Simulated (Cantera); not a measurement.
Charge: 1 mol CCl4, 0.027 mol Si, 14 mol H2, equilibrated at 1600 Pa.

These are equilibrium values from Cantera (NASA tables, ideal gas, pure condensed phases), not measurements of a reactor. Candidate condensed phases: C, C6H6, C7H8, C8H18, Si, SiC; 109 gas species. The tables' values for SiCl are old estimates; treat these amounts as uncertain. Equilibrium is a limit: real reactors are often held back by kinetics, nucleation or transport. All values below are at 2502 °C.

Base state: H2 0.411, H 0.379, HCl 0.117, Cl 0.0749, C2H2 (acetylene) 0.0126, C3 0.00145, C2H 0.00141, Si 0.000806 (mole fractions); condensed: C(graphite).

Q: What changes in the equilibrium state with this change: CCl4 replaced by CH3Cl?

A: 
| species | before | after |
|---|---|---|
| H2 | 0.411 | 0.509 |
| H | 0.379 | 0.422 |
| HCl | 0.117 | 0.0308 |
| Cl | 0.0749 | 0.0177 |
| C2H2 (acetylene) | 0.0126 | 0.0156 |
| Si | 0.000806 | 0.000841 |
| SiCl2 | 1.71e-5 | 9.98e-7 |
| SiCl | 3.71e-5 | 9.13e-6 |
| C2HCl | 6.15e-5 | 1.62e-5 |
| C(graphite), mol | 0.277 | 0.151 |
